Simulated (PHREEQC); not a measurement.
Make-up at 25 °C: 0.0075 mol/kgw HF and 0.0021 mol/kgw NH4HF2. Closed to the air; pH follows from the charge balance.

Model: ion-association model, wateq4f.dat, run in PHREEQC.

This is a speciation only: nothing precipitates in the calculation.

Problem. Predict the pH, ionic strength.

Solution. pH 2.82; ionic strength 0.00370 mol/kgw.

Problem. In which forms is F present?

Solution. HF 65 %, F- 31 %, H2F2 2.6 %, HF2- 1.8 % of the F.

Species that the database lacks are ignored.
